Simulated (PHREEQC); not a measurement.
A PHREEQC input (ion-association model, wateq4f.dat):

```
SOLUTION 1
  temp 25
  units mg/kgw
  pH 7.88
  pe 0.4
  Na 57.8
  K 4.31
  Ca 134
  Mg 13.7
  Cl 97.8
  S(6) 27 as SO4
  Alkalinity 440 as HCO3
  Li 0.845
  Br 12.2
  Mn(2) 3.31
  F 5.24
END
USE solution 4
EQUILIBRIUM_PHASES 1
  Fluorite 0 0
  CO2(g) -2 10
END
```

It stops with these messages:

```
ERROR: Solution 4 not found.
```

The fault: USE names a solution that was never defined. The line should read `USE solution 1` where the input has `USE solution 4`. With the mend the run ends at pH 7.61 and ionic strength 0.0140 mol/kgw.
